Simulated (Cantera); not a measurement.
A perfectly stirred reactor is fed with CH4 : N2 = 1 : 15 (molar parts), at 0.000533 atm; it is held at 1750 K, and followed from long to short residence time.

Detailed kinetics in Cantera: GRI-Mech 3.0 (53 species, 325 reactions). GRI-Mech 3.0 stops at C3 and has no aromatics, soot or wall deposition, so with more carbon than oxygen in the feed, carbon stays in small species such as C2H2 where larger ones or solid carbon would form. Radical loss at walls, strong at low pressure, is not modelled.

Q: What does this change do: pressure from 0.000533 atm to 0.681 atm?

A: 
```csv
quantity,before,after
x(CH4) at τ = 13.0 s,0.0177,0.00122
x(H2) at τ = 13.0 s,0.0621,0.0864
x(C2H4) at τ = 13.0 s,0.000350,5.79e-5
x(C2H) at τ = 13.0 s,3.30e-7,1.91e-7
x(CH3) at τ = 13.0 s,0.000776,2.33e-5
x(CH4) at τ = 0.230 s,0.0619,0.00900
x(H2) at τ = 0.230 s,0.000393,0.0752
x(C2H4) at τ = 0.230 s,6.47e-5,0.000102
x(C2H) at τ = 0.230 s,5.55e-10,1.58e-7
x(CH3) at τ = 0.230 s,0.000387,0.000162
```
